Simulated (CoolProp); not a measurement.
The numbers come from the reference Helmholtz-energy equation of state, Smukala 2000 in CoolProp.

For ethylene, give the phase and the density (kg/m³), cp (kJ/(kg K)), Joule-Thomson coefficient (K/MPa), isothermal compressibility (1/MPa) at 208.1 K and 3.8 MPa; 161.1 K and 6.46 MPa; 158.8 K and 0.245 MPa.


- 208.1 K and 3.8 MPa: liquid; density 514, cp 2.53, Joule-Thomson coefficient -0.260, isothermal compressibility 0.00341
- 161.1 K and 6.46 MPa: liquid; density 585, cp 2.38, Joule-Thomson coefficient -0.456, isothermal compressibility 0.00145
- 158.8 K and 0.245 MPa: liquid; density 583, cp 2.40, Joule-Thomson coefficient -0.444, isothermal compressibility 0.00153
